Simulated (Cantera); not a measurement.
## Thermodynamics of nitride etching, feed Si3N4 + H2 + O2

Charge: 1 mol Si3N4, 400 mol H2, 0.24 mol O2, equilibrated at 1327 °C and 69000 Pa.

Cantera equilibrium calculation (NASA polynomials, part measured and part estimated; ideal gas, pure solids and liquids). Candidate condensed phases: H2O, Si, SiO2, Si2N2O, Si3N4; 35 gas species. Mutual solubility and eutectic melting of coexisting phases are not modelled. Equilibrium is a limit: real reactors are often held back by kinetics, nucleation or transport.

The x(H2) comes out as 0.999 and the x(N2) is 0.000433. The x(H) is 6.54e-5. The x(SiO) is 1.22e-5, the x(SiH2) is 5.00e-6 and the n(Si(s)) is 0.0155 mol. The n(Si2N2O(s)) is 0.475 mol, the n(Si3N4(s)) comes out as 0.676 mol and the gas amount is 400.2 mol.
